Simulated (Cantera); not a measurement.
What does this Cantera script print?

```python
import numpy as np
import cantera as ct

gas = ct.Solution("gri30.yaml")
gas.TP = 300, 170000
flame = ct.CounterflowDiffusionFlame(gas, width=0.02)
flame.fuel_inlet.X, flame.fuel_inlet.T = {'CH4': 1, 'N2': 0.55}, 623
flame.oxidizer_inlet.X, flame.oxidizer_inlet.T = {'O2': 0.26, 'N2': 0.74}, 300
flame.set_refine_criteria(ratio=3, slope=0.12, curve=0.24, prune=0.03)
show = ['OH', 'H', 'NO', 'CO', 'C2H2']

rows = []
print(f"{'mdot':>8s}{'a_max':>10s}{'a_mean':>10s}{'Tmax/K':>9s}" + "".join(f"{s:>11s}" for s in show) + "   (peak mole fractions)")
for i, mdot in enumerate([0.42, 0.55, 0.72, 0.94, 1.2, 1.6, 2.1, 2.7]):  # kg/m2/s on the oxidiser side
    flame.oxidizer_inlet.mdot, flame.fuel_inlet.mdot = mdot, 0.52 * mdot
    flame.solve(loglevel=0, auto=(i == 0))
    if flame.T.max() < max(623, 300) + 100:
        print(f"{mdot:8.3g}  no burning solution found from the previous one")
        break
    dT = np.abs(np.gradient(flame.T, flame.grid))
    rows.append([flame.strain_rate("max"), flame.strain_rate("mean"), flame.T.max(),
                 *(flame.X[gas.species_index(s)].max() for s in show), max(dT[0], dT[-1]) / dT.max()])
    print(f"{mdot:8.3g}{rows[-1][0]:10.1f}{rows[-1][1]:10.1f}{rows[-1][2]:9.1f}" + "".join(f"{x:11.3e}" for x in rows[-1][3:-1]))
```

Output:

```
    mdot     a_max    a_mean   Tmax/K         OH          H         NO         CO       C2H2   (peak mole fractions)
    0.42     139.5      27.0   2275.2  9.229e-03  3.246e-03  4.360e-04  6.637e-02  1.604e-02
    0.55     176.1      35.4   2259.0  9.354e-03  3.397e-03  4.105e-04  6.518e-02  1.543e-02
    0.72     223.1      46.3   2243.7  9.438e-03  3.540e-03  3.864e-04  6.395e-02  1.478e-02
    0.94     282.7      60.4   2230.7  9.522e-03  3.686e-03  3.648e-04  6.295e-02  1.418e-02
     1.2     352.2      77.2   2221.3  9.610e-03  3.831e-03  3.464e-04  6.216e-02  1.358e-02
     1.6     456.7     102.9   2209.1  9.661e-03  3.990e-03  3.224e-04  6.118e-02  1.282e-02
     2.1     584.6     135.0   2197.6  9.679e-03  4.138e-03  2.983e-04  6.042e-02  1.213e-02
     2.7     735.8     173.6   2186.3  9.658e-03  4.265e-03  2.744e-04  5.981e-02  1.149e-02
```

Computed with Cantera and GRI-Mech 3.0 (53 species, 325 reactions). GRI-Mech 3.0 has no aromatics or soot, which form on the fuel side of real flames. The maximum strain rate includes the flame's own expansion and is several times the mean.
